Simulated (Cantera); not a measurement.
What does this Cantera script print?

```python
import numpy as np
import cantera as ct

gas_names = [...]  # 95 gases of nasa_gas.yaml made of C, F, H
cond_names = """
    C(gr) C6H6(L) C7H8(L) C8H18(L),n-octa
""".split()


# ... load() reads the species with a 1 bar reference pressure and builds the phases ...
atoms = {
    'C2F6': {'C': 2, 'F': 6},
    'F2': {'F': 2},
    'H2': {'H': 2},
}
top_T = {'C(gr)': 4500}  # K; cautious upper limits of use, not melting points


# ... equilibrate(T, P, feed) seeds the gas with the atoms and calls Mixture.equilibrate('TP', solver="vcs", rtol=1e-11, max_steps=5000) ...
results = []
feed = {'C2F6': 1, 'F2': 1.2, 'H2': 1.6}  # mol
P = 100000  # Pa
for T in [1898, 1998, 2098, 2198, 2298, 2398, 2498, 2598, 2698, 2798, 2898, 2998, 3098, 3198]:
    mix = equilibrate(T, P, feed)
    results.append((T, P, feed, dict(zip(mix.species_names, mix.species_moles))))

top = {s: max(r[3][s] / sum(r[3][g] for g in gas_names) for r in results) for s in gas_names}
cols = sorted((s for s in top if top[s] > 1e-06), key=lambda s: -top[s])[:5]
seen = [c for c in cond_names if any(r[3].get(c, 0) > 1e-12 for r in results)]
print("log10 of partial pressures in bar; condensed amounts in mol")
print(f"{'T/K':>10s}" + "".join(f"{s[:9]:>10s}" for s in cols + seen))
for T, P, feed, n in results:
    ng = sum(n[g] for g in gas_names)
    print(f"{T:10.4g}" + "".join(f"{np.log10(max(n[s] / ng * P / 1e5, 1e-99)):10.3f}" for s in cols)
          + "".join(f"{n.get(c, 0):10.4g}" for c in seen))
```

Result:

```
log10 of partial pressures in bar; condensed amounts in mol
       T/K        HF       CF4         F       CF2        CF     C(gr)
      1898    -0.149    -0.543    -3.528    -2.611    -6.092    0.6941
      1998    -0.150    -0.547    -3.092    -2.233    -5.430    0.6863
      2098    -0.152    -0.556    -2.699    -1.895    -4.833    0.6708
      2198    -0.156    -0.573    -2.344    -1.593    -4.293    0.6423
      2298    -0.162    -0.604    -2.024    -1.326    -3.805    0.5936
      2398    -0.173    -0.656    -1.736    -1.094    -3.365    0.5174
      2498    -0.190    -0.740    -1.481    -0.899    -2.969    0.4095
      2598    -0.212    -0.871    -1.258    -0.747    -2.618    0.2763
      2698    -0.237    -1.061    -1.069    -0.641    -2.311    0.1436
      2798    -0.263    -1.318    -0.913    -0.583    -2.046   0.05192
      2898    -0.286    -1.637    -0.788    -0.570    -1.820   0.02869
      2998    -0.305    -2.000    -0.688    -0.590    -1.627   0.06611
      3098    -0.322    -2.393    -0.608    -0.637    -1.459    0.1326
      3198    -0.339    -2.806    -0.543    -0.704    -1.314     0.189
```

Equilibrium computed with Cantera from the NASA thermochemical tables; the gas is ideal and each condensed phase is pure. The feed counts by its element totals alone. The tables' values for C2F4 are old estimates; treat these amounts as uncertain. Gases not in the tables: C2F6 and larger saturated fluorocarbons.
